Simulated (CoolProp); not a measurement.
Isobutane along the isotherm 301.85 °C: fugacity coefficient from the reference equation and from simpler models built on Tc = 134.7 °C, pc = 36.29 bar, ω = 0.184; each cubic takes its own stable root.

The numbers come from the reference Helmholtz-energy equation of state, Bücker 2006 in CoolProp.

| p (bar) | phase | reference |
|---|---|---|
| 13 | gas | 0.9636 |
| 25.9 | gas | 0.9291 |
| 38.9 | supercritical | 0.8961 |
| 51.8 | supercritical | 0.8651 |
| 64.8 | supercritical | 0.8358 |
| 77.8 | supercritical | 0.8085 |
| 90.7 | supercritical | 0.7836 |
| 104 | supercritical | 0.7603 |
| 117 | supercritical | 0.7399 |
| 130 | supercritical | 0.7219 |
| 143 | supercritical | 0.7063 |
| 156 | supercritical | 0.6927 |
| 168 | supercritical | 0.6820 |
| 181 | supercritical | 0.6722 |

**Question.** How far does each simpler model (van der Waals, Redlich-Kwong, Soave-Redlich-Kwong) lie from the reference over these 14 states: mean and median of the absolute difference, and the worst?

**Answer.** 
- van der Waals: mean 6.7 %, median 7.9 %, worst -9.8 % at 301.85 °C and 156 bar
- Redlich-Kwong: mean 3.5 %, median 3.9 %, worst -5.1 % at 301.85 °C and 181 bar
- Soave-Redlich-Kwong: mean 3.3 %, median 3.2 %, worst +6.7 % at 301.85 °C and 181 bar
